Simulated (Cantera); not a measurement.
Stirred combustor or abatement burner

A perfectly stirred reactor is fed with C₂H₄ : O₂ : N₂ : CO₂ = 1 : 2.73 : 10.3 : 2.9 (molar parts), at 15.8 atm; it is adiabatic with a 350 K inlet, and is followed from long to short residence time, starting on the burning branch (τ in s: 0.3, 0.11, 0.042, 0.016, 0.0058, 0.0022, 0.00081, 0.0003, 0.00011, 4.2e-05).

Computed with Cantera and GRI-Mech 3.0 (53 species, 325 reactions). GRI-Mech 3.0 was tuned for natural gas; its chemistry of ethylene as a main component is partial and can be far from experiment. The pressure lies above the range GRI-Mech 3.0 was tuned for (to about 10 atm).

```
τ (s)    T (K)    x C₂H₄      x O₂  x CO₂      x OH    x CH₂
-------  -----  --------  --------  -----  --------  -------
0.30      2057   7.01e-7   9.19e-5  0.256  0.000218  7.92e-9
0.11      2055   1.49e-6  0.000175  0.256  0.000289  2.01e-8
0.042     2052   2.93e-6  0.000333  0.255  0.000395  4.77e-8
0.016     2047   5.67e-6  0.000628  0.255  0.000541  1.11e-7
0.0058    2039   1.13e-5   0.00119  0.253  0.000741  2.62e-7
0.0022    2025   2.22e-5   0.00213  0.251  0.000975  5.75e-7
0.00081   2002   4.53e-5   0.00371  0.248   0.00125  1.25e-6
0.00030   1967   9.50e-5   0.00622  0.243   0.00153  2.61e-6
0.00011   1913  0.000219    0.0103  0.236   0.00169  5.29e-6
4.2e-5    1813  0.000670    0.0185  0.223   0.00138  9.66e-6
```
x: mole fraction; the columns are a selection and need not sum to one.
